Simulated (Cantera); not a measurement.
Charge: 1 mol SiH2Cl2, 1.1 mol HCl, 200 mol H2, at 1550 K and 1.10 bar.

These are equilibrium values from Cantera (NASA tables, ideal gas, pure condensed phases), not measurements of a reactor. Candidate condensed phases: Si; 19 gas species. The tables' values for SiCl3 are old estimates; treat these amounts as uncertain. The numbers say what is thermodynamically allowed, not how fast it happens.

Base state: H2 0.985, HCl 0.0138, SiCl2 0.000648, H 2.98e-5, SiCl3 1.73e-5, SiH2Cl2 1.61e-5, SiHCl3 1.12e-5 (mole fractions); condensed: Si(s).

Question: What changes in the equilibrium state with this change: H2 from 200 to 85 mol?

Answer: 
```csv
species,before,after
H2,0.985,0.968
HCl,0.0138,0.0286
SiCl2,0.000648,0.00281
SiCl4,1.28e-6,2.41e-5
SiCl3,1.73e-5,0.000156
SiHCl3,1.12e-5,0.000101
SiH2Cl2,1.61e-5,6.84e-5
SiH3Cl,6.79e-6,1.38e-5
"Si(s), mol",0.857,0.720
```
